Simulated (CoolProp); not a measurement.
Saturation properties of ethanol.

Computed with CoolProp (reference Helmholtz-energy equation of state, Schroeder 2014).

| T (K) | p (bar) | vapour density (kg/m³) | enthalpy of vaporisation (kJ/kg) | liquid cp (kJ/(kg K)) | liquid viscosity (µPa s) |
|---|---|---|---|---|---|
| 341.9 | 0.6832 | 1.136 | 864.8 | 2.831 | 509 |
| 348.9 | 0.9111 | (withheld) | 853.9 | (withheld) | 458 |
| 355.8 | 1.194 | 1.930 | 842.6 | 2.977 | 414 |
| 362.7 | (withheld) | 2.470 | 830.5 | 3.053 | 375 |
| 369.6 | 1.982 | 3.129 | 817.8 | 3.132 | 341 |
| 376.5 | 2.512 | 3.928 | 804.3 | 3.214 | 310 |
| 383.5 | 3.161 | 4.903 | 789.7 | 3.301 | 283 |
| 390.4 | 3.929 | 6.051 | 774.4 | 3.389 | (withheld) |
| 397.3 | 4.838 | 7.412 | 758.3 | 3.480 | 236 |

Fill in the missing entries.


- 348.9, vapour density (kg/m³): 1.492
- 348.9, liquid cp (kJ/(kg K)): 2.903
- 362.7, p (bar): 1.547
- 390.4, liquid viscosity (µPa s): 258

It boils at 351.6 K under 1 atm.

Viscosity comes from a separate model (Kiselev 2005).
